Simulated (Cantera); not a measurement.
Cantera run:

```python
import numpy as np
import cantera as ct

gas_names = """
    Fe FeO Fe(OH)2 H HO2 H2 H2O H2O2 H2S H2SO4 O OH O2 O3 S SH SO SO2 SO3 S2 S2O S8
""".split()
cond_names = """
    Fe(a) Fe(c) Fe(d) Fe(L) FeO(s) FeO(L) Fe(OH)2(s) Fe(OH)3(s) FeS(a) FeS(b) FeS(c) FeS(L) FeSO4(s)
    FeS2(s) Fe2O3(s) Fe2S3O12(s) Fe3O4(s) H2O(s) H2O(L) H2SO4(L) S(cr1) S(cr2) S(L)
""".split()


# ... load() reads the species with a 1 bar reference pressure and builds the phases ...
atoms = {
    'FeS': {'Fe': 1, 'S': 1},
    'SO2': {'S': 1, 'O': 2},
    'O2': {'O': 2},
    'H2S': {'H': 2, 'S': 1},
}
top_T = {'FeSO4(s)': 950, 'FeS2(s)': 1010, 'Fe2O3(s)': 1830, 'Fe2S3O12(s)': 1100, 'Fe3O4(s)': 1870}  # K; cautious upper limits of use, not melting points


# ... equilibrate(T, P, feed) seeds the gas with the atoms and calls Mixture.equilibrate('TP', solver="vcs", rtol=1e-11, max_steps=5000) ...
results = []
feed = {'FeS': 1, 'SO2': 0.098, 'O2': 0.3, 'H2S': 1.3}  # mol
P = 101325  # Pa
for T in [775, 825, 875, 925, 975, 1025, 1075, 1125, 1175]:
    mix = equilibrate(T, P, feed)
    results.append((T, P, feed, dict(zip(mix.species_names, mix.species_moles))))

top = {s: max(r[3][s] / sum(r[3][g] for g in gas_names) for r in results) for s in gas_names}
cols = sorted((s for s in top if top[s] > 1e-05), key=lambda s: -top[s])[:5]
seen = [c for c in cond_names if any(r[3].get(c, 0) > 1e-12 for r in results)]
print("log10 of partial pressures in bar; condensed amounts in mol")
print(f"{'T/K':>10s}" + "".join(f"{s[:9]:>10s}" for s in cols + seen))
for T, P, feed, n in results:
    ng = sum(n[g] for g in gas_names)
    print(f"{T:10.4g}" + "".join(f"{np.log10(max(n[s] / ng * P / 1e5, 1e-99)):10.3f}" for s in cols)
          + "".join(f"{n.get(c, 0):10.4g}" for c in seen))
```

Result:

```
log10 of partial pressures in bar; condensed amounts in mol
       T/K       H2O       H2S        S2       SO2        H2    FeS(c)   FeS2(s)
       775    -0.207    -0.433    -4.603    -6.523    -1.621   0.07533    0.9247
       825    -0.207    -0.423    -3.444    -4.998    -1.826    0.0878    0.9122
       875    -0.209    -0.418    -2.418    -3.643    -2.011    0.1042    0.8958
       925    -0.228    -0.420    -1.504    -2.455    -2.181    0.1955    0.8045
       975    -0.375    -0.454    -0.686    -1.588    -2.364    0.9318   0.06817
      1025    -0.381    -0.471    -0.647    -1.628    -2.166         1         0
      1075    -0.376    -0.485    -0.636    -1.683    -1.971         1         0
      1125    -0.374    -0.499    -0.627    -1.731    -1.796         1         0
      1175    -0.372    -0.516    -0.618    -1.771    -1.639         1         0
```

Equilibrium computed with Cantera from the NASA thermochemical tables; the gas is ideal and each condensed phase is pure. FeS: taken at fixed stoichiometry. Gases not in the tables: S3 to S7.
